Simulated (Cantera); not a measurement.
Input (Python, Cantera) and output of one run.

```python
import numpy as np
import cantera as ct

gas_names = """
    Ca CaCL CaCL2 CaO CaOH CaO2H2 Ca2 CL CLO CL2 H HCL HOCL HO2 H2 H2O H2O2 O OH O2 O3
""".split()
cond_names = """
    Ca(a) Ca(b) Ca(L) CaCL2(s) CaCL2(L) CaO(s) CaO(L) CaO2H2(s) H2O(s) H2O(L)
""".split()


# ... load() reads the species with a 1 bar reference pressure and builds the phases ...
atoms = {
    'CaO': {'Ca': 1, 'O': 1},
    'HCl': {'H': 1, 'CL': 1},
}
top_T = {}  # K; cautious upper limits of use, not melting points


# ... equilibrate(T, P, feed) seeds the gas with the atoms and calls Mixture.equilibrate('TP', solver="vcs", rtol=1e-11, max_steps=5000) ...
results = []
feed = {'CaO': 1, 'HCl': 20}  # mol
T = 898.15  # K
P = 133.322  # Pa
mix = equilibrate(T, P, feed)
results.append((T, P, feed, dict(zip(mix.species_names, mix.species_moles))))
x = sorted(zip(gas.X, gas.species_names), reverse=True)
print(f"T = {T:g} K  P = {P:g} Pa  gas = {mix.phase_moles(0):.4g} mol")
print("   x: " + "  ".join(f"{s} {v:.3e}" for v, s in x if v > 1e-06))
print("   condensed (mol): " + ("  ".join(f"{mix.phase(i).name} {mix.phase_moles(i):.4g}"
      for i in range(1, mix.n_phases) if mix.phase_moles(i) > 1e-12) or "none"))
```

Output:

```
T = 898.15 K  P = 133.322 Pa  gas = 19 mol
   x: HCL 9.474e-01  H2O 5.263e-02  H2 2.000e-06  CL 1.971e-06  CL2 1.015e-06
   condensed (mol): CaCL2(s) 1
```

Cantera equilibrium calculation (NASA polynomials, part measured and part estimated; ideal gas, pure solids and liquids). Condensed phases not in the tables: oxide chlorides.
